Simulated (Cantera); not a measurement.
A closed system holds: 1 mol N2O, 3.7 mol H2, 0.079 mol O2, held at 2052 °C and 2.30 bar.

Method: chemical equilibrium by Gibbs-energy minimisation in Cantera with the NASA 1993 tables (ideal gas, pure condensed phases). Candidate condensed phases: H2O; 24 gas species. The numbers say what is thermodynamically allowed, not how fast it happens.

Base state: H2 0.537, H2O 0.245, N2 0.212, H 0.00531, OH 0.000405, NO 1.35e-5 (mole fractions); condensed: gas only.

Question: What changes in the equilibrium state with this change: pressure from 2.30 bar to 1 atm?

Answer: 
```tsv
species	before	after
H2	0.537	0.535
H2O	0.245	0.245
N2	0.212	0.212
H	0.00531	0.00799
NO	1.35e-5	2.03e-5
OH	0.000405	0.000610
```
